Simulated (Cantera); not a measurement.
An isothermal, constant-pressure homogeneous reactor starts with CH₄ : N₂ = 1 : 270 (molar parts), at 1373 K and 11000 Pa.

Cantera simulation using GRI-Mech 3.0 (53 species, 325 reactions); the numbers are that mechanism's predictions, not measurements. GRI-Mech 3.0 stops at C3 and has no aromatics, soot or wall deposition, so with more carbon than oxygen in the feed, carbon stays in small species such as C2H2 where larger ones or solid carbon would form.

x: mole fraction; the columns are a selection and need not sum to one.

| t (s) | x CH₄ | x CH₂ | x C₂H₄ | x C₂H | x H₂ | x C₂H₂ |
|---|---|---|---|---|---|---|
| 0.000400 | 0.00369 | <1e-12 | <1e-12 | <1e-12 | 1.70e-9 | <1e-12 |
| 0.00126 | 0.00369 | <1e-12 | <1e-12 | <1e-12 | 7.81e-9 | <1e-12 |
| 0.00400 | 0.00369 | <1e-12 | 1.15e-12 | <1e-12 | 2.76e-8 | <1e-12 |
| 0.0126 | 0.00369 | <1e-12 | 3.84e-11 | <1e-12 | … | <1e-12 |
| 0.0400 | 0.00369 | 3.29e-12 | 1.22e-9 | <1e-12 | 2.91e-7 | 3.83e-12 |
| 0.126 | 0.00369 | 2.69e-11 | 3.52e-8 | <1e-12 | 9.85e-7 | 3.75e-10 |
| 0.400 | 0.00368 | 1.65e-10 | … | <1e-12 | … | … |
| 1.26 | 0.00365 | 7.01e-10 | 1.18e-5 | <1e-12 | 3.78e-5 | 1.97e-6 |
| 4.00 | 0.00341 | 1.25e-9 | 6.45e-5 | 1.16e-11 | 0.000328 | 6.23e-5 |

Q: Fill in the missing entries.

A: 
- 0.0126, x H₂: 9.03e-8
- 0.400, x C₂H₄: 7.86e-7
- 0.400, x H₂: 4.53e-6
- 0.400, x C₂H₂: 3.11e-8
